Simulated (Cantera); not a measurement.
Input (Python, Cantera) and output of one run.

```python
import numpy as np
import cantera as ct

gas_names = """
    AL ALCL ALCL2 ALCL3 ALH ALO ALOCL ALOH ALO2 ALO2H AL2 AL2CL6 AL2O AL2O2 CL CLO CL2 H HALO HCL HOCL
    HO2 H2 H2O H2O2 O OH O2 O3
""".split()
cond_names = """
    AL(cr) AL(L) ALCL3(s) ALCL3(L) AL2O3(a) AL2O3(L) H2O(s) H2O(L)
""".split()


def load(file, names, dense=False):
    # The tables refer to 1 bar. Condensed volumes are neglected.
    table = {s.name: s for s in ct.Species.list_from_file(file)}
    out = []
    for n in names:
        d = dict(table[n].input_data)
        d["thermo"] = dict(d["thermo"], **{"reference-pressure": 1e5})
        if dense:
            d["equation-of-state"] = {"model": "constant-volume", "density": "1e6 g/cm^3"}
        out.append(ct.Species.from_dict(d))
    return out


gas = ct.Solution(thermo="ideal-gas", species=load("nasa_gas.yaml", gas_names))
cond = {s.name: ct.Solution(thermo="fixed-stoichiometry", species=[s], name=s.name)
        for s in load("nasa_condensed.yaml", cond_names, dense=True)}
atoms = {
    'AlCl3': {'AL': 1, 'CL': 3},
    'H2O': {'H': 2, 'O': 1},
    'H2': {'H': 2},
}
top_T = {}  # K; cautious upper limits of use, not melting points


def equilibrate(T, P, feed):
    n = {}
    for name, mol in feed.items():
        for a, k in atoms[name].items():
            n[a] = n.get(a, 0.0) + k * mol
    gas.TPX = T, P, n
    mass = sum(n.values()) * gas.mean_molecular_weight
    gas.equilibrate("TP")
    valid = [c for c in cond.values() if c.min_temp <= T <= top_T.get(c.name, c.max_temp)]
    mix = ct.Mixture([(gas, mass / gas.mean_molecular_weight)] + [(c, 0.0) for c in valid])
    mix.T, mix.P = T, P
    mix.equilibrate("TP", solver="vcs", rtol=1e-11, max_steps=5000)
    return mix


results = []
feed = {'AlCl3': 1, 'H2O': 6.4, 'H2': 180}  # mol
P = 100  # Pa
for T in [1073, 1173, 1273, 1373, 1473, 1573, 1673, 1773, 1873, 1973, 2073, 2173, 2273]:
    mix = equilibrate(T, P, feed)
    results.append((T, P, feed, dict(zip(mix.species_names, mix.species_moles))))

top = {s: max(r[3][s] / sum(r[3][g] for g in gas_names) for r in results) for s in gas_names}
cols = sorted((s for s in top if top[s] > 1e-05), key=lambda s: -top[s])[:8]
seen = [c for c in cond_names if any(r[3].get(c, 0) > 1e-12 for r in results)]
print("log10 of partial pressures in bar; condensed amounts in mol")
print(f"{'T/K':>10s}" + "".join(f"{s[:9]:>10s}" for s in cols + seen))
for T, P, feed, n in results:
    ng = sum(n[g] for g in gas_names)
    print(f"{T:10.4g}" + "".join(f"{np.log10(max(n[s] / ng * P / 1e5, 1e-99)):10.3f}" for s in cols)
          + "".join(f"{n.get(c, 0):10.4g}" for c in seen))
```

It prints:

```
log10 of partial pressures in bar; condensed amounts in mol
       T/K        H2         H       H2O       HCL        CL      ALCL        AL        OH  AL2O3(a)
      1073    -3.019    -9.363    -4.584    -4.797   -11.185   -17.870   -25.614   -13.355       0.5
      1173    -3.019    -8.438    -4.584    -4.797   -10.274   -15.807   -22.354   -12.165       0.5
      1273    -3.019    -7.656    -4.584    -4.797    -9.505   -14.077   -19.614   -11.160       0.5
      1373    -3.019    -6.987    -4.584    -4.797    -8.847   -12.606   -17.281   -10.300       0.5
      1473    -3.019    -6.407    -4.584    -4.797    -8.277   -11.341   -15.271    -9.557       0.5
      1573    -3.019    -5.900    -4.584    -4.798    -7.779   -10.243   -13.522    -8.908       0.5
      1673    -3.020    -5.454    -4.585    -4.799    -7.340    -9.282   -11.986    -8.336    0.4999
      1773    -3.023    -5.057    -4.586    -4.802    -6.951    -8.435   -10.629    -7.828    0.4996
      1873    -3.028    -4.704    -4.588    -4.809    -6.606    -7.687    -9.423    -7.375    0.4978
      1973    -3.037    -4.389    -4.592    -4.823    -6.301    -7.029    -8.347    -6.966    0.4893
      2073    -3.055    -4.108    -4.596    -4.852    -6.037    -6.463    -7.391    -6.592    0.4568
      2173    -3.086    -3.859    -4.592    -4.910    -5.820    -6.009    -6.559    -6.239    0.3488
      2273    -3.138    -3.644    -4.568    -5.010    -5.658    -5.697    -5.867    -5.884   0.03866
```

These are equilibrium values from Cantera (NASA tables, ideal gas, pure condensed phases), not measurements of a reactor. The tables' values for AlOH are old estimates; treat these amounts as uncertain.
